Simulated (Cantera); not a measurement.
Cantera with NASA thermochemical tables; ideal gases at 1 bar, condensed phases pure. Values are per mole of reaction as written; species without (g) are pure solids or liquids, kept so even where they would boil at 1 bar.

**Question.** Between 2098 and 2998 K, where is each reaction favourable under standard conditions?
- 2 Nb2O5 + NH3(g) = NO2(g) + 4 NbO2 + 3 H(g)

**Answer.** 
- 2 Nb2O5 + NH3(g) = NO2(g) + 4 NbO2 + 3 H(g): ΔG° is 599 kJ at 2098 K and 223 kJ at 2998 K; it stays positive (K < 1). ΔH° is 1487 kJ and ΔS° 422 J/K at 2998 K.
